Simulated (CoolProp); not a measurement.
R236FA at 298.15 K and 0.0814 MPa is throttled through a valve to 0.0286 MPa with no heat exchange. Each further row changes one setting.

The numbers come from the reference Helmholtz-energy equation of state, Pan 2012 in CoolProp.

```
case                         temperature change (K)  final density (kg/m³)
---------------------------  ----------------------  ---------------------
as stated                                      -1.2                   1.78
outlet pressure 0.00858 MPa                    -1.7                  0.531
outlet pressure 0.0372 MPa                     -1.0                   2.32
```
